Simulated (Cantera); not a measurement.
## Adiabatic ignition

An adiabatic, constant-volume homogeneous reactor starts with 10.6 % CH4, 6.45 % H2, 9.75 % O2, 73.2 % N2, at 1198 K and 1.01 bar.

Model: GRI-Mech 3.0 (53 species, 325 reactions), integrated in Cantera.

| t (s) | T (K) | P (bar) | x CH4 | x H2 | x O2 | x H2O | x HO2 | x N2O | x CH3 |
|---|---|---|---|---|---|---|---|---|---|
| 1.00e-6 | 1198 | 1.01 | 0.106 | 0.0645 | 0.0975 | 2.56e-11 | 8.92e-10 | <1e-12 | 6.15e-10 |
| 5.85e-6 | 1198 | 1.01 | 0.106 | 0.0645 | 0.0975 | 8.60e-10 | 5.28e-9 | <1e-12 | 5.33e-9 |
| 3.42e-5 | 1198 | 1.01 | 0.106 | 0.0645 | 0.0975 | 1.31e-8 | 3.13e-8 | <1e-12 | 4.10e-8 |
| 0.000200 | 1198 | 1.01 | 0.106 | 0.0645 | 0.0975 | 5.59e-7 | 2.16e-7 | <1e-12 | 6.57e-7 |
| 0.00117 | 1202 | 1.02 | 0.105 | 0.0643 | 0.0972 | 0.000622 | 5.66e-6 | 8.46e-11 | 9.05e-5 |
| 0.00684 | 2070 | 1.89 | 0.00357 | 0.131 | 4.78e-8 | 0.104 | 5.68e-11 | 3.58e-10 | 0.000364 |
| 0.0400 | 2044 | 1.93 | 0.000208 | 0.174 | 1.44e-8 | 0.0730 | 1.43e-11 | 3.35e-9 | 1.53e-5 |
| 0.234 | 2043 | 1.93 | 8.73e-10 | 0.175 | 1.42e-8 | 0.0724 | 1.41e-11 | 7.53e-10 | 6.42e-11 |
| 1.37 | 2043 | 1.93 | 7.62e-10 | 0.175 | 1.42e-8 | 0.0725 | 1.41e-11 | 1.60e-10 | 5.61e-11 |
| 8.00 | 2043 | 1.93 | 7.59e-10 | 0.175 | 1.42e-8 | 0.0725 | 1.41e-11 | 1.46e-10 | 5.59e-11 |
x: mole fraction; the columns are a selection and need not sum to one.

The time of steepest temperature rise comes out as 6.12 ms. The temperature at 8.00 s comes out as 2043 K and the equilibrium temperature is 2043 K. The x(CH4) at 8.00 s is 7.59e-10 (gas-phase equilibrium 8.86e-10), the x(H2) at 8.00 s is 0.175 (gas-phase equilibrium 0.175) and the x(O2) at 8.00 s is 1.42e-8 (gas-phase equilibrium 1.42e-8).
